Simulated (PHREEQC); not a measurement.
0.22 g of hydrous ferric oxide (600 m²/g; 0.2 weak and 0.005 strong sites per Fe, Dzombak-Morel constants, diffuse double layer) in 1 kg of water with 0.3 mol/kgw of an inert sodium salt, at 25 °C; the pH is set by adding NaOH or the inert anion's acid. O2 is buffered at 0.21 atm. The system is closed to CO2. No solid was allowed to form.

All values are PHREEQC results (ion-association model, wateq4f.dat), not measurements.

```csv
pH,surface charge σ (C/m²),surface potential ψ (mV)
4,0.349,123
4.75,0.296,115
5.5,0.210,98
6.25,0.129,74
7,0.066,46
7.75,0.020,15
8.5,-0.021,-17
9.25,-0.068,-48
10,-0.132,-75
```

Species that the database lacks are ignored.
